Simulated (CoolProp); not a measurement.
Vapour pressure (MPa) of R125: the reference equation beside estimates from Tc = 339.2 K, pc = 3.618 MPa, ω = 0.305. Clausius-Clapeyron is anchored at 246 K with a constant enthalpy of vaporisation of 18.24 kJ/mol.

The numbers come from the reference Helmholtz-energy equation of state, Lemmon 2005 in CoolProp.

```json
[
 {"T (K)": "229.2", "reference": "0.1236", "Lee-Kesler": "0.1232", "Clausius-Clapeyron": "0.1331", "van der Waals": "0.6044", "Redlich-Kwong": "0.2333", "Soave-Redlich-Kwong": "0.1233", "Peng-Robinson": "0.1235"},
 {"T (K)": "237.6", "reference": "0.1805", "Lee-Kesler": "0.1806", "Clausius-Clapeyron": "0.1867", "van der Waals": "0.7281", "Redlich-Kwong": "0.3184", "Soave-Redlich-Kwong": "0.1804", "Peng-Robinson": "0.1799"},
 {"T (K)": "246", "reference": "0.2559", "Lee-Kesler": "0.2566", "Clausius-Clapeyron": "0.2559", "van der Waals": "0.8671", "Redlich-Kwong": "0.4239", "Soave-Redlich-Kwong": "0.2564", "Peng-Robinson": "0.2547"},
 {"T (K)": "254.4", "reference": "0.3534", "Lee-Kesler": "0.3547", "Clausius-Clapeyron": "0.3435", "van der Waals": "1.022", "Redlich-Kwong": "0.5522", "Soave-Redlich-Kwong": "0.3549", "Peng-Robinson": "0.3515"},
 {"T (K)": "262.8", "reference": "0.4768", "Lee-Kesler": "0.4788", "Clausius-Clapeyron": "0.4525", "van der Waals": "1.194", "Redlich-Kwong": "0.7056", "Soave-Redlich-Kwong": "0.4799", "Peng-Robinson": "0.4744"},
 {"T (K)": "271.2", "reference": "0.6302", "Lee-Kesler": "0.6328", "Clausius-Clapeyron": "0.5861", "van der Waals": "1.384", "Redlich-Kwong": "0.8866", "Soave-Redlich-Kwong": "0.6357", "Peng-Robinson": "0.6275"},
 {"T (K)": "279.6", "reference": "0.8179", "Lee-Kesler": "0.8208", "Clausius-Clapeyron": "0.7473", "van der Waals": "1.591", "Redlich-Kwong": "1.097", "Soave-Redlich-Kwong": "0.8267", "Peng-Robinson": "0.8156"},
 {"T (K)": "288", "reference": "1.045", "Lee-Kesler": "1.047", "Clausius-Clapeyron": "0.9394", "van der Waals": "1.817", "Redlich-Kwong": "1.340", "Soave-Redlich-Kwong": "1.058", "Peng-Robinson": "1.043"},
 {"T (K)": "296.4", "reference": "1.315", "Lee-Kesler": "1.317", "Clausius-Clapeyron": "1.166", "van der Waals": "2.062", "Redlich-Kwong": "1.616", "Soave-Redlich-Kwong": "1.333", "Peng-Robinson": "1.316"},
 {"T (K)": "304.8", "reference": "1.636", "Lee-Kesler": "1.636", "Clausius-Clapeyron": "1.429", "van der Waals": "2.326", "Redlich-Kwong": "1.928", "Soave-Redlich-Kwong": "1.658", "Peng-Robinson": "1.639"},
 {"T (K)": "313.2", "reference": "2.011", "Lee-Kesler": "2.011", "Clausius-Clapeyron": "1.734", "van der Waals": "2.610", "Redlich-Kwong": "2.278", "Soave-Redlich-Kwong": "2.038", "Peng-Robinson": "2.019"},
 {"T (K)": "321.7", "reference": "2.454", "Lee-Kesler": "2.455", "Clausius-Clapeyron": "2.086", "van der Waals": "2.918", "Redlich-Kwong": "2.672", "Soave-Redlich-Kwong": "2.484", "Peng-Robinson": "2.466"}
]
```

Absolute difference from the reference over all 12 rows, mean and median: Lee-Kesler 0.2 and 0.2 %, Clausius-Clapeyron 8.1 and 8.2 %, van der Waals 142.2 and 107.1 %, Redlich-Kwong 41.7 and 37.4 %, Soave-Redlich-Kwong 0.8 and 1.0 %, Peng-Robinson 0.3 and 0.4 %.
